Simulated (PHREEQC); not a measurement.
Dissolve 0.002 mol/kgw NH4HS at 20 °C and 50 atm. Closed to the air; pH follows from the charge balance.

Computed with PHREEQC (ion-association model, phreeqc.dat).

This is a speciation only: nothing precipitates in the calculation.

Predict the pH.

pH 8.20.

In which forms is S present?

HS- 94 %, H2S 5.6 % of the S.

Complexes and solids missing from the database can't appear. Under pressure, the constants of complexes without a molar volume in the database are unreliable.
